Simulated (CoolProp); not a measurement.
Properties of ethylene along the isotherm 31.35 °C.

Values from CoolProp's reference Helmholtz-energy equation of state, Smukala 2000.

```json
[
 {"p (kPa)": "210", "phase": "gas", "density (kg/m³)": "2.353", "speed of sound (m/s)": "331.7", "expansivity (1/kK)": "3.401", "fugacity coefficient": "0.9889"},
 {"p (kPa)": "420", "phase": "gas", "density (kg/m³)": "4.761", "speed of sound (m/s)": "329.4", "expansivity (1/kK)": "3.526", "fugacity coefficient": "0.9779"},
 {"p (kPa)": "630", "phase": "gas", "density (kg/m³)": "7.227", "speed of sound (m/s)": "327.0", "expansivity (1/kK)": "3.658", "fugacity coefficient": "0.9669"},
 {"p (kPa)": "840", "phase": "gas", "density (kg/m³)": "9.753", "speed of sound (m/s)": "324.5", "expansivity (1/kK)": "3.799", "fugacity coefficient": "0.9559"},
 {"p (kPa)": "1050", "phase": "gas", "density (kg/m³)": "12.35", "speed of sound (m/s)": "322.1", "expansivity (1/kK)": "3.949", "fugacity coefficient": "0.9450"},
 {"p (kPa)": "1260", "phase": "gas", "density (kg/m³)": "15.01", "speed of sound (m/s)": "319.6", "expansivity (1/kK)": "4.110", "fugacity coefficient": "0.9342"},
 {"p (kPa)": "1470", "phase": "gas", "density (kg/m³)": "17.74", "speed of sound (m/s)": "317.1", "expansivity (1/kK)": "4.282", "fugacity coefficient": "0.9234"},
 {"p (kPa)": "1680", "phase": "gas", "density (kg/m³)": "20.55", "speed of sound (m/s)": "314.6", "expansivity (1/kK)": "4.467", "fugacity coefficient": "0.9126"},
 {"p (kPa)": "1890", "phase": "gas", "density (kg/m³)": "23.45", "speed of sound (m/s)": "312.0", "expansivity (1/kK)": "4.666", "fugacity coefficient": "0.9019"},
 {"p (kPa)": "2100", "phase": "gas", "density (kg/m³)": "26.44", "speed of sound (m/s)": "309.4", "expansivity (1/kK)": "4.881", "fugacity coefficient": "0.8912"},
 {"p (kPa)": "2310", "phase": "gas", "density (kg/m³)": "29.52", "speed of sound (m/s)": "306.7", "expansivity (1/kK)": "5.114", "fugacity coefficient": "0.8805"},
 {"p (kPa)": "2520", "phase": "gas", "density (kg/m³)": "32.71", "speed of sound (m/s)": "304.1", "expansivity (1/kK)": "5.367", "fugacity coefficient": "0.8699"}
]
```
